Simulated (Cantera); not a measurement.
Thermodynamics of silicon carbide growth, feed (CH3)2SiCl2 + HCl + H2

Charge: 1 mol (CH3)2SiCl2, 0.074 mol HCl, 220 mol H2, equilibrated at 58.0 mbar.

Cantera equilibrium calculation (NASA polynomials, part measured and part estimated; ideal gas, pure solids and liquids). Candidate condensed phases: C, C6H6, C7H8, C8H18, Si, SiC; 109 gas species. The feed counts by its element totals alone. The tables' values for SiCl are old estimates; treat these amounts as uncertain. Gases not in the tables: Si2H6 and higher silanes. Kinetics and transport are ignored.

From 1673 K to 2173 K the condensed part is C(graphite) + SiC(s). At 2273 K the condensed part is SiC(s). From 2373 K to 2573 K nothing is condensed. The main Si-bearing gas is SiCl2 at 1673 K and Si at 2573 K.

```
T (K)   x H2       x H    x HCl  x C2H2 (acetylene)  n C(graphite)  n SiC(s)
-----  -----  --------  -------  ------------------  -------------  --------
1673   0.990  0.000471  0.00924             5.64e-5          0.960     0.999
1773   0.989   0.00117  0.00923            0.000139          0.928     0.998
1873   0.988   0.00266  0.00921            0.000308          0.857     0.996
1973   0.985   0.00556  0.00917            0.000631          0.721     0.989
2073   0.979    0.0108  0.00910             0.00120          0.491     0.958
2173   0.968    0.0197  0.00898             0.00214          0.155     0.845
2273   0.951    0.0340  0.00877             0.00317              0     0.421
2373   0.927    0.0558  0.00852             0.00382              0         0
2473   0.896    0.0876  0.00820             0.00380              0         0
2573   0.852     0.132  0.00774             0.00372              0         0
```
x: gas mole fraction; n: condensed amount in mol.
